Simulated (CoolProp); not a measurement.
Saturation properties of CH2F2 (R32).

Computed with CoolProp (reference Helmholtz-energy equation of state, Tillner-Roth 1997).

```tsv
T (°C)	p (MPa)	liquid density (kg/m³)	liquid conductivity (mW/(m K))
-39.45	?	1179	185
-29.65	0.2774	1150	177
-19.85	0.4081	1120	170
-10.05	0.5816	?	163
-0.25	0.8066	1056	?
9.55	1.092	1021	147
19.45	1.452	983.6	139
29.25	1.890	942.9	131
39.05	2.421	897.7	?
48.85	3.059	845.9	113
58.65	?	783.3	104
```

Problem. Fill in the missing entries.

Solution. 
- -39.45, p (MPa): 0.1819
- -10.05, liquid density (kg/m³): 1089
- -0.25, liquid conductivity (mW/(m K)): 155
- 39.05, liquid conductivity (mW/(m K)): 122
- 58.65, p (MPa): 3.818

It boils at -51.7 °C under 1 atm.

Thermal conductivity comes from a separate model (Huber 2003), an estimate that may be off by 10 % or more.
